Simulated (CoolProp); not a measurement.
R1132(E) along the isotherm 380.7 K: density (kg/m³) from the reference equation and from simpler models built on Tc = 348.8 K, pc = 5.174 MPa, ω = 0.245; each cubic takes its own stable root.

The numbers come from the reference Helmholtz-energy equation of state, Akasaka 2024 in CoolProp.

```csv
p (MPa),phase,reference
0.0206,gas,0.4172
0.031,gas,0.6281
0.0468,gas,0.9490
0.0706,gas,1.433
0.106,gas,2.156
0.161,gas,3.283
0.242,gas,4.956
0.366,gas,7.543
0.551,gas,11.47
0.832,gas,17.57
1.25,gas,27.03
1.89,gas,42.45
2.86,gas,68.51
4.31,gas,116.0
6.5,supercritical,226.2
```

### Question
How far does each simpler model (ideal gas, van der Waals, Redlich-Kwong, Peng-Robinson) lie from the reference over these 15 states: mean and median of the absolute difference, and the worst?

### Answer
- ideal gas: mean 7.4 %, median 1.8 %, worst -41.9 % at 380.7 K and 6.5 MPa
- van der Waals: mean 0.7 %, median 0.1 %, worst +8.0 % at 380.7 K and 6.5 MPa
- Redlich-Kwong: mean 0.3 %, median 0.0 %, worst +2.9 % at 380.7 K and 6.5 MPa
- Peng-Robinson: mean 0.5 %, median 0.2 %, worst +2.2 % at 380.7 K and 4.31 MPa
